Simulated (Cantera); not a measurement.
Input (Python, Cantera) and output of one run.

```python
import numpy as np
import cantera as ct

gas_names = """
    B BN BO BO2 B2 B2O B2O2 B2O3 N NO NO2 NO3 N2 N2O O O2 O3
""".split()
cond_names = """
    B(b) B(L) BN(s) B2O3(L)
""".split()


# ... load() reads the species with a 1 bar reference pressure and builds the phases ...
atoms = {
    'BN': {'B': 1, 'N': 1},
    'O2': {'O': 2},
    'N2': {'N': 2},
}
top_T = {'BN(s)': 3200}  # K; cautious upper limits of use, not melting points


# ... equilibrate(T, P, feed) seeds the gas with the atoms and calls Mixture.equilibrate('TP', solver="vcs", rtol=1e-11, max_steps=5000) ...
results = []
feed = {'BN': 1, 'O2': 0.16, 'N2': 0.71}  # mol
P = 13  # Pa
for T in [800, 875, 950, 1025, 1100, 1175, 1250, 1325, 1400, 1475, 1550, 1625, 1700, 1775]:
    mix = equilibrate(T, P, feed)
    results.append((T, P, feed, dict(zip(mix.species_names, mix.species_moles))))
    x = sorted(zip(gas.X, gas.species_names), reverse=True)
    print(f"T = {T:g} K  P = {P:g} Pa  gas = {mix.phase_moles(0):.4g} mol")
    print("   x: " + "  ".join(f"{s} {v:.3e}" for v, s in x if v > 1e-05))
    print("   condensed (mol): " + ("  ".join(f"{mix.phase(i).name} {mix.phase_moles(i):.4g}"
          for i in range(1, mix.n_phases) if mix.phase_moles(i) > 1e-12) or "none"))
```

Output:

```
T = 800 K  P = 13 Pa  gas = 0.8167 mol
   x: N2 1.000e+00
   condensed (mol): BN(s) 0.7867  B2O3(L) 0.1067
T = 875 K  P = 13 Pa  gas = 0.8167 mol
   x: N2 1.000e+00
   condensed (mol): BN(s) 0.7867  B2O3(L) 0.1067
T = 950 K  P = 13 Pa  gas = 0.8167 mol
   x: N2 1.000e+00
   condensed (mol): BN(s) 0.7867  B2O3(L) 0.1067
T = 1025 K  P = 13 Pa  gas = 0.8167 mol
   x: N2 1.000e+00
   condensed (mol): BN(s) 0.7867  B2O3(L) 0.1067
T = 1100 K  P = 13 Pa  gas = 0.8167 mol
   x: N2 1.000e+00
   condensed (mol): BN(s) 0.7867  B2O3(L) 0.1067
T = 1175 K  P = 13 Pa  gas = 0.8167 mol
   x: N2 1.000e+00  B2O3 3.068e-05
   condensed (mol): BN(s) 0.7867  B2O3(L) 0.1066
T = 1250 K  P = 13 Pa  gas = 0.817 mol
   x: N2 9.997e-01  B2O3 3.391e-04
   condensed (mol): BN(s) 0.7867  B2O3(L) 0.1064
T = 1325 K  P = 13 Pa  gas = 0.8191 mol
   x: N2 9.971e-01  B2O3 2.820e-03  B2O2 9.992e-05  BO 1.384e-05
   condensed (mol): BN(s) 0.7866  B2O3(L) 0.1043
T = 1400 K  P = 13 Pa  gas = 0.8337 mol
   x: N2 9.801e-01  B2O3 1.849e-02  B2O2 1.288e-03  BO 1.474e-04
   condensed (mol): BN(s) 0.7859  B2O3(L) 0.0905
T = 1475 K  P = 13 Pa  gas = 0.9259 mol
   x: N2 8.865e-01  B2O3 9.915e-02  B2O2 1.306e-02  BO 1.245e-03
   condensed (mol): BN(s) 0.7782  B2O3(L) 0.006416
T = 1550 K  P = 13 Pa  gas = 0.949 mol
   x: N2 8.728e-01  B2O3 8.775e-02  B2O2 3.453e-02  BO 4.876e-03
   condensed (mol): BN(s) 0.7633
T = 1625 K  P = 13 Pa  gas = 0.9804 mol
   x: N2 8.583e-01  B2O2 6.830e-02  B2O3 5.820e-02  BO 1.521e-02
   condensed (mol): BN(s) 0.7371
T = 1700 K  P = 13 Pa  gas = 1.022 mol
   x: N2 8.381e-01  B2O2 9.757e-02  BO 3.753e-02  B2O3 2.683e-02  B2O 1.647e-05
   condensed (mol): BN(s) 0.7074
T = 1775 K  P = 13 Pa  gas = 1.06 mol
   x: N2 8.163e-01  B2O2 1.010e-01  BO 7.407e-02  B2O3 8.525e-03  B2O 8.990e-05
   condensed (mol): BN(s) 0.6889
```

Equilibrium computed with Cantera from the NASA thermochemical tables; the gas is ideal and each condensed phase is pure. Mutual solubility and eutectic melting of coexisting phases are not modelled.
